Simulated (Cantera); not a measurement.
A closed system holds: 1 mol CH₃SiCl₃, 1.3 mol C₂H₂, 230 mol H₂, equilibrated at 1125 K and 840 Pa.

Method: chemical equilibrium by Gibbs-energy minimisation in Cantera with the NASA 1993 tables (ideal gas, pure condensed phases). Candidate condensed phases: C, C₆H₆, C₇H₈, C₈H₁₈, Si, SiC; 109 gas species. The feed counts by its element totals alone. The numbers say what is thermodynamically allowed, not how fast it happens.

Base state: H₂ 0.987, HCl 0.0128, CH₄ 0.000236 (mole fractions); condensed: C(graphite) + SiC(s).

Q: What changes in the equilibrium state with this change: CH₃SiCl₃ replaced by SiCl₄?

A: 
| species | before | after |
|---|---|---|
| H₂ | 0.987 | 0.983 |
| HCl | 0.0128 | 0.0171 |
| CH₄ | 0.000236 | 0.000234 |
| C(graphite), mol | 2.54 | 1.55 |
| SiC(s), mol | 1.000 | 1.000 |

Q: What changes in the equilibrium state with this change: CH₃SiCl₃ replaced by SiF₄?

A: 
```tsv
species	before	after
H₂	0.987	0.995
SiF₄	0	0.00407
HF	0	0.000557
HCl	0.0128	0
SiHF₃	0	9.67e-5
SiF₃	0	3.14e-5
CH₄	0.000236	0.000240
C(graphite), mol	2.54	2.52
SiC(s), mol	1.000	0.0247
```
The tables' values for SiF₃ are old estimates; treat these amounts as uncertain.
